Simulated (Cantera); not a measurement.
An isothermal, constant-pressure homogeneous reactor starts with CH4 : H2 : N2 = 0.011 : 1 : 0.0016 (molar parts), at 2223 K and 1330 Pa. Integrator tolerance rtol = 1e-08.

Cantera simulation using GRI-Mech 3.0 (53 species, 325 reactions); the numbers are that mechanism's predictions, not measurements. GRI-Mech 3.0 stops at C3 and has no aromatics, soot or wall deposition, so with more carbon than oxygen in the feed, carbon stays in small species such as C2H2 where larger ones or solid carbon would form. Radical loss at walls, strong at low pressure, is not modelled.

```
quantity                                            before                                    after
-----------------  ---------------------------------------  ---------------------------------------
x(CH4) at 60.0 s   3.98e-6 (gas-phase equilibrium 3.76e-6)  3.39e-6 (gas-phase equilibrium 3.20e-6)
x(H2) at 60.0 s        0.939 (gas-phase equilibrium 0.939)      0.941 (gas-phase equilibrium 0.941)
x(C2H2) at 60.0 s  0.00520 (gas-phase equilibrium 0.00449)  0.00374 (gas-phase equilibrium 0.00323)
x(C2H6) at 60.0 s    <1e-12 (gas-phase equilibrium <1e-12)    <1e-12 (gas-phase equilibrium <1e-12)
x(HCN) at 60.0 s   3.11e-5 (gas-phase equilibrium 0.00144)  1.92e-5 (gas-phase equilibrium 0.00103)
x(H) at 60.0 s       0.0542 (gas-phase equilibrium 0.0542)    0.0542 (gas-phase equilibrium 0.0542)
x(CH3) at 60.0 s   4.35e-6 (gas-phase equilibrium 4.12e-6)  3.70e-6 (gas-phase equilibrium 3.50e-6)
```

Q: What was changed between the two runs?
A) pressure from 1330 Pa to 2670 Pa
B) H2 1 to 1.4 parts
C) temperature 2223 to 1900 K
D) CH4 0.011 to 0.026 parts

A: B, H2 1 to 1.4 parts
